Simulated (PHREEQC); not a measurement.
Consider water at 45 °C with 0.056 mol/kgw HF, 0.00044 mol/kgw (CH3)4NF, 0.0019 mol/kgw H2SiF6 and 0.045 mol/kgw HCl. Closed to the air; pH follows from the charge balance.

All values are PHREEQC results (ion-association model, phreeqc.dat), not measurements.

Task: The ionic strength comes out as 0.0517 mol/kgw. What activity coefficients do SiF6-2, F-, HF2-, Cl-, H+ get?

Result: SiF6-2 0.45, F- 0.80, HF2- 0.81, Cl- 0.81, H+ 0.85.

Precipitation was switched off in this run. (CH3)4N+ isn't in the database: it is added as a free cation with an ion size of 4 Å. Away from 25 °C the constants follow the database's enthalpies or fits; those with neither stay at their 25 °C values. SiF6-2 is the database's only silicon fluoride.
